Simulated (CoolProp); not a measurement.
Vapour pressure (bar) of propylene: the reference equation beside estimates from Tc = 364.2 K, pc = 45.55 bar, ω = 0.146.

The numbers come from the reference Helmholtz-energy equation of state, Lemmon 2013 in CoolProp.

```json
[
 {"T (K)": "206.3", "reference": "0.3849", "Lee-Kesler": "0.3769", "Redlich-Kwong": "0.4961", "Soave-Redlich-Kwong": "0.3792"},
 {"T (K)": "225.2", "reference": "0.9981", "Lee-Kesler": "0.9870", "Redlich-Kwong": "1.270", "Soave-Redlich-Kwong": "0.9888"},
 {"T (K)": "244.1", "reference": "2.195", "Lee-Kesler": "2.188", "Redlich-Kwong": "2.729", "Soave-Redlich-Kwong": "2.187"},
 {"T (K)": "263", "reference": "4.261", "Lee-Kesler": "4.269", "Redlich-Kwong": "5.150", "Soave-Redlich-Kwong": "4.270"},
 {"T (K)": "281.9", "reference": "7.520", "Lee-Kesler": "7.547", "Redlich-Kwong": "8.814", "Soave-Redlich-Kwong": "7.576"},
 {"T (K)": "300.8", "reference": "12.33", "Lee-Kesler": "12.36", "Redlich-Kwong": "13.99", "Soave-Redlich-Kwong": "12.47"},
 {"T (K)": "319.7", "reference": "19.07", "Lee-Kesler": "19.09", "Redlich-Kwong": "20.93", "Soave-Redlich-Kwong": "19.33"},
 {"T (K)": "338.6", "reference": "28.19", "Lee-Kesler": "28.20", "Redlich-Kwong": "29.87", "Soave-Redlich-Kwong": "28.55"}
]
```

Absolute difference from the reference over all 8 rows, mean and median: Lee-Kesler 0.6 and 0.3 %, Redlich-Kwong 18.5 and 19.0 %, Soave-Redlich-Kwong 0.9 and 1.0 %.
